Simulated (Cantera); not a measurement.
An adiabatic, constant-volume homogeneous reactor starts with CH4 : C2H6 : O2 : N2 = 1 : 0.091 : 3.51 : 13.2 (molar parts), at 1425 K and 0.380 bar. Integrator tolerance rtol = 1e-08.

Detailed kinetics in Cantera: GRI-Mech 3.0 (53 species, 325 reactions).

Question: What does this change do: pressure from 0.380 bar to 1.30 bar?

Answer: 
| quantity | before | after |
|---|---|---|
| time of steepest temperature rise | 0.915 ms | 0.401 ms |
| temperature at 3.00 s | 2647 K | 2723 K |
| equilibrium temperature | 2647 K | 2723 K |
| x(CH4) at 3.00 s | <1e-12 (gas-phase equilibrium <1e-12) | <1e-12 (gas-phase equilibrium <1e-12) |
| x(C2H6) at 3.00 s | <1e-12 (gas-phase equilibrium <1e-12) | <1e-12 (gas-phase equilibrium <1e-12) |
| x(O2) at 3.00 s | 0.0615 (gas-phase equilibrium 0.0615) | 0.0599 (gas-phase equilibrium 0.0599) |
| x(H) at 3.00 s | 0.00424 (gas-phase equilibrium 0.00424) | 0.00266 (gas-phase equilibrium 0.00266) |
| x(HCN) at 3.00 s | 9.46e-11 (gas-phase equilibrium 9.46e-11) | 1.78e-10 (gas-phase equilibrium 1.78e-10) |
| x(H2O2) at 3.00 s | 2.15e-7 (gas-phase equilibrium 2.15e-7) | 4.73e-7 (gas-phase equilibrium 4.73e-7) |

Question: What does this change do: O2 3.51 to 1.4 parts?

Answer: 
```csv
quantity,before,after
time of steepest temperature rise,0.915 ms,2.88 ms
temperature at 3.00 s,2647 K,2342 K
equilibrium temperature,2647 K,2342 K
x(CH4) at 3.00 s,<1e-12 (gas-phase equilibrium <1e-12),<1e-12 (gas-phase equilibrium <1e-12)
x(C2H6) at 3.00 s,<1e-12 (gas-phase equilibrium <1e-12),<1e-12 (gas-phase equilibrium <1e-12)
x(O2) at 3.00 s,0.0615 (gas-phase equilibrium 0.0615),2.43e-5 (gas-phase equilibrium 2.43e-5)
x(H) at 3.00 s,0.00424 (gas-phase equilibrium 0.00424),0.00341 (gas-phase equilibrium 0.00341)
x(HCN) at 3.00 s,9.46e-11 (gas-phase equilibrium 9.46e-11),1.06e-8 (gas-phase equilibrium 1.06e-8)
x(H2O2) at 3.00 s,2.15e-7 (gas-phase equilibrium 2.15e-7),1.59e-9 (gas-phase equilibrium 1.59e-9)
```
